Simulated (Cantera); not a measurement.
## Equilibrium for sublimation and decomposition of ceramics: AlN + H2

A closed system holds: 1 mol AlN, 8.8 mol H2, at 2748 K and 1.10 bar.

Cantera equilibrium calculation (NASA polynomials, part measured and part estimated; ideal gas, pure solids and liquids). Candidate condensed phases: Al, AlN; 13 gas species. Kinetics and transport are ignored.

x(H2): 0.800
x(Al): 0.0874
x(H): 0.0579
x(N2): 0.0473
x(AlH): 0.00694
x(Al2): 0.000149
x(NH3): 1.41e-6
gas amount: 10.57 mol
log10 activity of Al(l) (absent): -0.92
